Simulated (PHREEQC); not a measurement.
A solution holds 0.0014 mol KOH, 0.031 mol KNO3 and 0.0097 mol H3BO3 per kg of water, at 20 °C and 10 atm. Closed to the air; pH follows from the charge balance.

Computed with PHREEQC (ion-association model, phreeqc.dat).

Precipitation was switched off in this run.

Problem. Predict the pH.

Solution. pH 8.43.

Problem. In which forms is B present?

Solution. H3BO3 86 %, H2BO3- 14 % of the B.
